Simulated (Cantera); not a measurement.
A freely propagating, adiabatic, planar premixed flame of 31.6 % H₂, 14.4 % O₂, 54.0 % N₂, equivalence ratio 1.1, unburnt at 550 K and 0.132 atm; mixture-averaged transport, grid criteria slope 0.08 and curve 0.16, no radiation.

Cantera simulation using the H2/O2 subset of GRI-Mech 3.0, which has no nitrogen chemistry; the numbers are that mechanism's predictions, not measurements. Burning velocities carry a grid error of a few per cent, more on coarse grids.

Q: Predict: laminar burning velocity; thermal thickness; peak x(HO₂); peak x(H₂O₂); peak x(H); peak x(OH).

A: 
- laminar burning velocity: 533 cm/s
- thermal thickness: 6.28 mm
- peak x(HO₂): 6.04e-5
- peak x(H₂O₂): 1.62e-6
- peak x(H): 0.0977
- peak x(OH): 0.0179
